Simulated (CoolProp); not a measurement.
Vapour-liquid equilibrium of carbon dioxide (1) + dimethyl ether (2) at 230.5 K; x and y are mole fractions of (1).

Model: multi-fluid Helmholtz-energy mixture model, Span 1996 and Wu 2011; pair parameters Bell 2016, in CoolProp.

**Question.** Give the bubble pressure and the first vapour's composition at x = 0.05, 0.2, 0.35. Is there an azeotrope?

**Answer.** x = 0.05: 70.55 kPa, y = 0.410; x = 0.2: 164.5 kPa, y = 0.783; x = 0.35: 277.5 kPa, y = 0.895. No azeotrope shows between x = 0.05 and 0.95.

The pair parameters rest on a limited set of measurements; away from them the model extrapolates.
